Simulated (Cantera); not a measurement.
Feed: 1 mol MgO, 0.67 mol F2, held at 17.3 Torr.

These are equilibrium values from Cantera (NASA tables, ideal gas, pure condensed phases), not measurements of a reactor. Candidate condensed phases: Mg, MgF2, MgO; 14 gas species. Mutual solubility and eutectic melting of coexisting phases are not modelled. Rates play no part. All values below are at 1450 K.

Base state: O2 0.999, MgF2 0.000860, O 1.32e-5 (mole fractions); condensed: MgF2(s) + MgO(s).

### Question
What changes in the equilibrium state with this change: F2 from 0.67 to 3.3 mol?

### Answer
```json
[
 {"species": "F", "before": "6.21e-7", "after": "0.897"},
 {"species": "O2", "before": "0.999", "after": "0.0983"},
 {"species": "F2", "before": "<1e-9", "after": "0.00395"},
 {"species": "MgF2", "before": "0.000860", "after": "0.000860"},
 {"species": "FO", "before": "<1e-9", "after": "1.17e-5"},
 {"species": "O", "before": "1.32e-5", "after": "4.15e-6"},
 {"species": "MgF2(s), mol", "before": "0.670", "after": "0.996"},
 {"species": "MgO(s), mol", "before": "0.330", "after": "0"}
]
```
